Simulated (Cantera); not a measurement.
## CuO + H2 (hydrogen reduction and annealing atmospheres)

Charge: 1 mol CuO, 26 mol H2.

These are equilibrium values from Cantera (NASA tables, ideal gas, pure condensed phases), not measurements of a reactor. Candidate condensed phases: Cu, CuO, Cu(OH)2, Cu2O, H2O; 12 gas species. Kinetics and transport are ignored.

Stable condensed phases:

```
T in K \ P in Pa
              10      52     270    1400    7200   37000  190000 1000000
   1573        A       A       B       B       B       B       B       B
   1523        A       B       B       B       B       B       B       B
   1473        A       B       B       B       B       B       B       B
   1423        B       B       B       B       B       B       B       B
   1373        B       B       B       B       B       B       B       B
   1323        B       B       B       B       B       B       B       B
   1273        B       B       B       B       B       B       B       B
   1223        B       B       B       B       B       B       B       B
   1173        B       B       B       B       B       B       B       B
   1123        B       B       B       B       B       B       B       B
```

A: gas only; B: Cu.
